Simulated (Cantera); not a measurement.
Charge: 1 mol Si3N4, 28 mol HCl, 1.4 mol N2, 0.14 mol H2O, at 1.70 mbar.

These are equilibrium values from Cantera (NASA tables, ideal gas, pure condensed phases), not measurements of a reactor. Candidate condensed phases: H2O, NH4Cl, Si, SiO2, Si2N2O, Si3N4; 47 gas species. Kinetics and transport are ignored.

Problem. Which condensed phases are stable at each of these points (T (°C)): 427, 527, 627, 727, 827, 927, 1027, 1127, 1227, 1327, 1427?

Solution. 
```json
[
 {"T (°C)": "427", "condensed phases": "Si2N2O(s)", "Si condensed (%)": "9.3"},
 {"T (°C)": "527", "condensed phases": "Si2N2O(s)", "Si condensed (%)": "9.3"},
 {"T (°C)": "627", "condensed phases": "Si2N2O(s)", "Si condensed (%)": "9.3"},
 {"T (°C)": "727", "condensed phases": "Si2N2O(s)", "Si condensed (%)": "9.3"},
 {"T (°C)": "827", "condensed phases": "Si2N2O(s)", "Si condensed (%)": "9.3"},
 {"T (°C)": "927", "condensed phases": "Si2N2O(s)", "Si condensed (%)": "9.3"},
 {"T (°C)": "1027", "condensed phases": "Si2N2O(s)", "Si condensed (%)": "9.3"},
 {"T (°C)": "1127", "condensed phases": "Si2N2O(s)", "Si condensed (%)": "8.8"},
 {"T (°C)": "1227", "condensed phases": "gas only", "Si condensed (%)": "0.0"},
 {"T (°C)": "1327", "condensed phases": "gas only", "Si condensed (%)": "0.0"},
 {"T (°C)": "1427", "condensed phases": "gas only", "Si condensed (%)": "0.0"}
]
```

From 427 °C to 1127 °C the condensed part is Si2N2O(s). From 1227 °C to 1427 °C nothing is condensed.
